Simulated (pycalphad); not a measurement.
CALPHAD calculation (pycalphad, COST 507 light-alloy database (1999)), 1 atm. These are 1990s assessments: newer ones move some temperatures and phases. Diffusion is slow at the low end, where real alloys seldom reach equilibrium.

Molar enthalpy of Ti-32.42Hf-0.8031B (wt.%) in equilibrium (SER reference):

```tsv
T (K)	H (kJ/mol)	phases
2850	106.51	LIQUID
2650	97.43	LIQUID
2450	88.36	LIQUID
2250	79.29	LIQUID
2050	70.24	LIQUID
1950	65.72	LIQUID
1850	61.13	LIQUID + BCC_A2
1750	41.54	BCC_A2 + BM
1650	38.14	BCC_A2 + BM
1450	31.68	BCC_A2 + BM
1250	25.57	BCC_A2 + BM
1050	15.78	HCP_A3 + BM
850	9.39	HCP_A3 + BM
650	3.38	HCP_A3 + BM
```

Cooling from 1950 K to 1750 K, across the freezing range, releases 24.2 kJ/mol, or 399 J/g. The slope is 45 J/(mol K) in the liquid and 34 J/(mol K) just below the solidus, where it includes any heat of precipitation. Liquidus 1850 K, solidus 1818 K. Changes were sought between steps of 100 K, so a narrower field can be missed.

Database names, with the compositions (at.%) that they take in these runs: BM: Ti 49 B 50 Hf 0. BCC_A2 is bcc; HCP_A3 is hcp.
